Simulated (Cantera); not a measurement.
An adiabatic, constant-pressure homogeneous reactor starts with 51.2 % H2, 10.2 % O2, 38.5 % N2, at 1073 K and 1.01 bar.

Model: the H2/O2 subset of GRI-Mech 3.0, which has no nitrogen chemistry, integrated in Cantera.

x: mole fraction; the columns are a selection and need not sum to one.

```
t (s)     T (K)   x H2      x O2      x OH       x O    x H2O2    x HO2     x H2O
--------  -----  -----  --------  --------  --------  --------  -------  --------
6.00e-6    1073  0.512     0.102  3.54e-11  8.87e-11  4.78e-12  1.87e-9  8.63e-10
1.38e-5    1073  0.512     0.102  1.36e-10  3.47e-10  3.18e-11  6.18e-9   6.69e-9
3.17e-5    1073  0.512     0.102         ?   2.97e-9  3.56e-10  4.43e-8   9.08e-8
7.29e-5    1073  0.512     0.102         ?   2.49e-7   3.03e-8  3.36e-6   8.69e-6
0.000167   1965  0.287  0.000433         ?   0.00137   1.53e-7  3.29e-7     0.209
0.000385   2367  0.324   6.12e-5         ?  0.000214   1.93e-8  6.49e-8     0.221
0.000885   2459  0.333   1.81e-5         ?   6.49e-5   7.28e-9  2.02e-8     0.224
0.00203    2476  0.334   1.28e-5   0.00178   4.64e-5   5.45e-9  1.40e-8     0.225
0.00468    2476  0.334   1.27e-5   0.00177   4.59e-5   5.40e-9  1.39e-8     0.225
0.0107     2476  0.334   1.27e-5   0.00177   4.59e-5   5.40e-9  1.39e-8     0.225
0.0247     2476  0.334   1.27e-5   0.00177   4.59e-5   5.40e-9  1.39e-8     0.225
0.0568     2476  0.334   1.27e-5   0.00177   4.59e-5   5.40e-9  1.39e-8     0.225
0.131      2476  0.334   1.27e-5   0.00177   4.59e-5   5.40e-9  1.39e-8     0.225
0.300      2476  0.334   1.27e-5   0.00177   4.59e-5   5.40e-9  1.39e-8     0.225
```

**Question.** Some entries are withheld; supply them.

**Answer.** 
- 3.17e-5, x OH: 1.16e-9
- 7.29e-5, x OH: 9.96e-8
- 0.000167, x OH: 0.00601
- 0.000385, x OH: 0.00351
- 0.000885, x OH: 0.00208
